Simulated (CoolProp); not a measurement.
Vapour-liquid equilibrium of benzene (1) + dimethyl carbonate (2) at 288.6 K; x and y are mole fractions of (1).

Model: multi-fluid Helmholtz-energy mixture model, Thol 2012 and Zhou 2011; pair parameters Bell 2016, in CoolProp.

```csv
x,bubble pressure (MPa),y at the bubble point,dew pressure at overall composition x (MPa),liquid density (mol/L)
0.05,0.004756,0.127,0.004512,11.90
0.125,0.005273,0.270,0.004749,11.84
0.2,0.005716,0.378,0.005008,11.79
0.275,0.006098,0.463,0.005291,11.73
0.35,0.006429,0.533,0.005596,11.68
0.425,0.006718,0.594,0.005924,11.63
0.5,0.006973,0.649,0.006271,11.58
0.575,0.007198,0.699,0.006627,11.53
0.65,0.007398,0.748,0.006978,11.49
0.725,0.007575,0.797,0.007305,11.45
0.8,0.007730,0.847,0.007585,11.41
0.875,0.007862,0.900,0.007804,11.37
0.95,0.007970,0.958,0.007957,11.33
```

No azeotrope shows between x = 0.05 and 0.95.

The pair parameters rest on a limited set of measurements; away from them the model extrapolates.
